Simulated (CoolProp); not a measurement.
The fluid at 276.94 K and 1.72 MPa (liquid) is heated at constant pressure to 334.3 K. The same conditions are run with several fluids, on thermodynamics alone (safety and materials aside).

The numbers come from the reference Helmholtz-energy equation of state of each fluid (propane: Lemmon 2009; R365MFC: Lemmon 2016; n-decane: Lemmon 2006; R236EA: Rui 2013; propylene: Lemmon 2013) in CoolProp.

```csv
fluid,heat (kJ/kg),final phase,final density (kg/m³)
propane,438,gas,35.6
R365MFC,[?],liquid,[?]
n-decane,[?],liquid,[?]
R236EA,72.8,liquid,[?]
propylene,[?],gas,[?]
```

Fill in the missing entries.


- R365MFC, heat (kJ/kg): 79.7
- R365MFC, final density (kg/m³): 1180
- n-decane, heat (kJ/kg): 127
- n-decane, final density (kg/m³): 700
- R236EA, final density (kg/m³): 1310
- propylene, heat (kJ/kg): 441
- propylene, final density (kg/m³): 32.6
